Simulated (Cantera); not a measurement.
Input: 1 mol SrCl2, 4.6 mol H2, 4 mol N2, held at 1648 K and 1.00 Torr.

Cantera equilibrium calculation (NASA polynomials, part measured and part estimated; ideal gas, pure solids and liquids). Candidate condensed phases: NH4Cl, Sr, SrCl2; 15 gas species. Kinetics and transport are ignored.

Base state: H2 0.475, N2 0.416, SrCl2 0.101, HCl 0.00334, SrCl 0.00244, H 0.00168, Sr 0.000454 (mole fractions); condensed: gas only.

Task: What changes in the equilibrium state with this change: pressure from 1.00 Torr to 8.25 Torr?

Result: 
```
species    before     after
-------  --------  --------
H2          0.475     0.477
N2          0.416     0.416
SrCl2       0.101     0.102
HCl       0.00334   0.00188
H         0.00168  0.000587
Sr       0.000454  0.000176
SrCl      0.00244   0.00153
```
